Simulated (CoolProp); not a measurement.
Properties of water along the isotherm 335.2 K.

Computed with CoolProp (reference Helmholtz-energy equation of state, Wagner 2002).

```
p (bar)   phase          Z  cp (kJ/(kg K))  expansivity (1/kK)  Prandtl number  fugacity coefficient
-------  ------  ---------  --------------  ------------------  --------------  --------------------
1.05     liquid  0.0006911           4.186              0.5360            2.90                0.2077
1.58     liquid   0.001040           4.186              0.5360            2.90                0.1381
2.38     liquid   0.001566           4.186              0.5360            2.90               0.09170
3.59     liquid   0.002363           4.185              0.5359            2.90               0.06084
5.42     liquid   0.003567           4.185              0.5358            2.90               0.04035
8.18     liquid   0.005382           4.184              0.5356            2.90               0.02678
12.3     liquid   0.008091           4.183              0.5354            2.89               0.01786
18.6     liquid    0.01223           4.182              0.5350            2.89               0.01186
28.1     liquid    0.01847           4.180              0.5345            2.89              0.007900
42.4     liquid    0.02786           4.177              0.5337            2.89              0.005285
63.9     liquid    0.04194           4.172              0.5326            2.88              0.003557
96.4     liquid    0.06318           4.165              0.5309            2.88              0.002408
145      liquid    0.09484           4.155              0.5285            2.87              0.001653
219      liquid     0.1428           4.141              0.5250            2.85              0.001149
331      liquid     0.2148           4.119              0.5203            2.83             0.0008173
```

Viscosity comes from a separate model (Huber 2009). Thermal conductivity comes from a separate model (Huber 2012).
